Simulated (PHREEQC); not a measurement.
Synthetic water in mg/L, 75 °C, pH 2.15, pe 10:

```csv
constituent,mg/L
Na,1540
K,72
Ca,258
Mg,207
Cl,1000
S(6) as SO4,4510
Al,7.67
Zn,1.08
Pb,124
```

Cl is adjusted to close the charge balance.
Valence states are taken as typed.

The numbers come from PHREEQC with the ion-association model, phreeqc.dat.

The ionic strength comes out as 0.119 mol/kgw. What activity coefficients do ZnCl+, CaHSO4+, NaSO4-, KSO4-, Mg+2 get?

ZnCl+ 0.74, CaHSO4+ 0.75, NaSO4- 0.76, KSO4- 0.76, Mg+2 0.35.

This is a speciation only: nothing precipitates in the calculation. The solution is supersaturated, for example in Anglesite, so a real one may precipitate; this is no full list. At this temperature some constants are extrapolated from 25 °C, and those without enthalpy data are left unchanged.
